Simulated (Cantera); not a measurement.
Feed: 1 mol SiH₂Cl₂, 0.11 mol NH₃, 1.6 mol N₂, equilibrated at 0.00133 bar.

Cantera equilibrium calculation (NASA polynomials, part measured and part estimated; ideal gas, pure solids and liquids). Candidate condensed phases: NH₄Cl, Si, Si₃N₄; 28 gas species. The tables' values for SiCl₃ are old estimates; treat these amounts as uncertain. The numbers say what is thermodynamically allowed, not how fast it happens.

### Question
At 900 K, list the 5 most abundant gas species with their mole fractions, and the condensed phases.

### Answer
HCl 0.385, N₂ 0.364, H₂ 0.185, SiCl₄ 0.0656, SiHCl₃ 8.95e-5. Condensed: Si₃N₄(s).
